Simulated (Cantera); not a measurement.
Hydrocarbon pyrolysis for carbon deposition

A perfectly stirred reactor is fed with 22.7 % C2H4, 77.3 % H2, at 0.00237 atm; it is held at 1925 K, and followed from long to short residence time.

Cantera simulation using GRI-Mech 3.0 (53 species, 325 reactions); the numbers are that mechanism's predictions, not measurements. GRI-Mech 3.0 was tuned for natural gas; its chemistry of ethylene as a main component is partial and can be far from experiment. GRI-Mech 3.0 stops at C3 and has no aromatics, soot or wall deposition, so with more carbon than oxygen in the feed, carbon stays in small species such as C2H2 where larger ones or solid carbon would form. Radical loss at walls, strong at low pressure, is not modelled.

| τ (s) | x C2H4 | x H2 | x C2H2 | x CH4 | x C2H6 | x C2H |
|---|---|---|---|---|---|---|
| 0.60 | 0.00294 | 0.813 | 0.183 | 6.13e-5 | 7.66e-10 | 2.65e-6 |
| 0.33 | 0.00634 | 0.813 | 0.180 | 5.10e-5 | 1.52e-9 | 1.81e-6 |
| 0.18 | 0.0129 | 0.812 | 0.175 | 4.17e-5 | 2.90e-9 | 1.28e-6 |
| 0.10 | 0.0241 | 0.810 | 0.165 | 3.39e-5 | 5.17e-9 | 9.41e-7 |
| 0.056 | 0.0419 | 0.807 | 0.151 | 2.71e-5 | 8.63e-9 | 7.00e-7 |
| 0.031 | 0.0682 | 0.802 | 0.129 | 2.05e-5 | 1.35e-8 | 5.03e-7 |
| 0.017 | 0.102 | 0.796 | 0.102 | 1.40e-5 | 1.95e-8 | 3.29e-7 |
| 0.0095 | 0.138 | 0.789 | 0.0728 | 8.40e-6 | 2.48e-8 | 1.88e-7 |
| 0.0052 | 0.170 | 0.783 | 0.0466 | 4.10e-6 | 2.83e-8 | 8.65e-8 |
| 0.0029 | 0.193 | 0.779 | 0.0280 | 1.71e-6 | 2.90e-8 | 3.38e-8 |
x: mole fraction; the columns are a selection and need not sum to one.
